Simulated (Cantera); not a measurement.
Input (Python, Cantera):

```python
import numpy as np
import cantera as ct

gas = ct.Solution("gri30.yaml")
gas.TPX = 1275, 1200000, {'CH3OH': 1, 'O2': 1.36, 'N2': 5.13}
reactor = ct.IdealGasConstPressureReactor(gas, energy="on", clone=False)
net = ct.ReactorNet([reactor])
net.rtol, net.atol = 1e-08, 1e-16
show = ['CH3OH', 'O2', 'O', 'H2O', 'H']
times = np.geomspace(3e-06, 1, 15)

steps = ct.SolutionArray(gas, extra=["t"])
rows = []
print(f"{'t/s':>10s}{'T/K':>9s}{'P/Pa':>11s}" + "".join(f"{s:>11s}" for s in show))
for t in times:
    while net.time < t:
        t_next = net.step()
        steps.append(gas.state, t=t_next)
    rows.append([np.interp(t, steps.t, y) for y in (steps.T, steps.P, *steps(*show).X.T)])
    print(f"{t:10.3e}{rows[-1][0]:9.1f}{rows[-1][1]:11.4g}" + "".join(f"{x:11.3e}" for x in rows[-1][2:]))
rate = np.gradient(steps.T, steps.t)
print("integrator steps:", len(steps.t))
if steps.T.max() > steps.T[0] + 200:
    print(f"time of steepest temperature rise: {steps.t[rate.argmax()]:.4e} s")
gas.TPX = 1275, 1200000, {'CH3OH': 1, 'O2': 1.36, 'N2': 5.13}
gas.equilibrate("HP")
print(f"equilibrium (HP): T = {gas.T:.1f} K  " + "  ".join(f"{s} {gas[s].X[0]:.3e}" for s in show))
```

Result:

```
       t/s      T/K       P/Pa      CH3OH         O2          O        H2O          H
 3.000e-06   1275.0    1.2e+06  1.335e-01  1.816e-01  1.300e-10  7.778e-07  1.171e-09
 7.441e-06   1275.0    1.2e+06  1.335e-01  1.816e-01  1.335e-10  1.947e-06  1.226e-09
 1.845e-05   1275.0    1.2e+06  1.335e-01  1.816e-01  1.389e-10  4.936e-06  1.343e-09
 4.577e-05   1275.0    1.2e+06  1.335e-01  1.816e-01  1.635e-10  1.408e-05  1.879e-09
 1.135e-04   1275.1    1.2e+06  1.334e-01  1.815e-01  3.011e-10  6.682e-05  4.843e-09
 2.816e-04   1278.0    1.2e+06  1.315e-01  1.805e-01  3.282e-09  1.190e-03  6.853e-08
 6.983e-04   2794.7    1.2e+06  1.503e-14  7.048e-03  1.296e-03  2.185e-01  2.966e-03
 1.732e-03   2788.9    1.2e+06  1.575e-14  6.530e-03  1.220e-03  2.184e-01  2.929e-03
 4.296e-03   2788.8    1.2e+06  1.576e-14  6.523e-03  1.218e-03  2.184e-01  2.928e-03
 1.065e-02   2788.8    1.2e+06  1.576e-14  6.523e-03  1.218e-03  2.184e-01  2.928e-03
 2.643e-02   2788.8    1.2e+06  1.576e-14  6.523e-03  1.218e-03  2.184e-01  2.928e-03
 6.554e-02   2788.8    1.2e+06  1.576e-14  6.523e-03  1.218e-03  2.184e-01  2.928e-03
 1.626e-01   2788.8    1.2e+06  1.576e-14  6.523e-03  1.218e-03  2.184e-01  2.928e-03
 4.032e-01   2788.8    1.2e+06  1.576e-14  6.523e-03  1.218e-03  2.184e-01  2.928e-03
 1.000e+00   2788.8    1.2e+06  1.576e-14  6.523e-03  1.218e-03  2.184e-01  2.928e-03
integrator steps: 1965
time of steepest temperature rise: 3.9293e-04 s
equilibrium (HP): T = 2788.8 K  CH3OH 1.641e-14  O2 6.523e-03  O 1.218e-03  H2O 2.184e-01  H 2.928e-03
```

Computed with Cantera and GRI-Mech 3.0 (53 species, 325 reactions). GRI-Mech 3.0 was tuned for natural gas; its chemistry of methanol as a main component is partial and can be far from experiment. The pressure lies above the range GRI-Mech 3.0 was tuned for (to about 10 atm).
